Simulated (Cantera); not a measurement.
Input: 1 mol Al2O3, 2.9 mol H2, 0.44 mol N2, at 11000 Pa.

These are equilibrium values from Cantera (NASA tables, ideal gas, pure condensed phases), not measurements of a reactor. Candidate condensed phases: Al, AlN, Al2O3, H2O; 35 gas species. Rates play no part.

x: gas mole fraction; n: condensed amount in mol.

| T (°C) | x H2 | x N2 | x H | x NH3 | x H2O | x Al | x Al2O | n Al2O3(s) |
|---|---|---|---|---|---|---|---|---|
| 327 | 0.867 | 0.131 | <1e-12 | 0.00134 | 3.96e-11 | <1e-12 | <1e-12 | 1.00 |
| 427 | 0.868 | 0.132 | <1e-12 | 0.000302 | 7.07e-10 | <1e-12 | <1e-12 | 1.00 |
| 527 | 0.868 | 0.132 | [?] | 9.66e-5 | 5.99e-9 | <1e-12 | <1e-12 | 1.00 |
| 627 | 0.868 | 0.132 | [?] | 3.91e-5 | 3.11e-8 | <1e-12 | <1e-12 | 1.00 |
| 727 | 0.868 | 0.132 | [?] | 1.88e-5 | 1.14e-7 | <1e-12 | <1e-12 | 1.00 |
| 827 | 0.868 | 0.132 | [?] | 1.03e-5 | 3.29e-7 | <1e-12 | <1e-12 | 1.00 |
| 927 | 0.868 | 0.132 | [?] | 6.17e-6 | 7.87e-7 | <1e-12 | <1e-12 | 1.000 |
| 1027 | 0.868 | 0.132 | [?] | 4.01e-6 | 1.64e-6 | 1.78e-12 | <1e-12 | 1.000 |
| 1127 | 0.868 | 0.132 | [?] | 2.76e-6 | 3.05e-6 | 1.21e-10 | 1.05e-12 | 1.000 |
| 1227 | 0.868 | 0.132 | [?] | 2.00e-6 | 5.21e-6 | 4.67e-9 | 1.12e-10 | 1.000 |
| 1327 | 0.868 | 0.132 | [?] | 1.51e-6 | 8.28e-6 | 1.13e-7 | 6.54e-9 | 1.000 |
| 1427 | 0.868 | 0.132 | [?] | 1.17e-6 | 1.24e-5 | 1.88e-6 | 2.34e-7 | 1.000 |
| 1527 | 0.867 | 0.132 | [?] | 9.41e-7 | 2.67e-5 | 1.24e-5 | 2.49e-6 | 1.000 |
| 1627 | 0.866 | 0.132 | [?] | 7.71e-7 | 7.94e-5 | 3.59e-5 | 8.96e-6 | 1.000 |

### Question
Some entries are withheld; supply them.

### Answer

- 527, x H: 8.14e-12
- 627, x H: 3.28e-10
- 727, x H: 6.38e-9
- 827, x H: 7.26e-8
- 927, x H: 5.54e-7
- 1027, x H: 3.11e-6
- 1127, x H: 1.37e-5
- 1227, x H: 4.95e-5
- 1327, x H: 0.000153
- 1427, x H: 0.000414
- 1527, x H: 0.00101
- 1627, x H: 0.00223
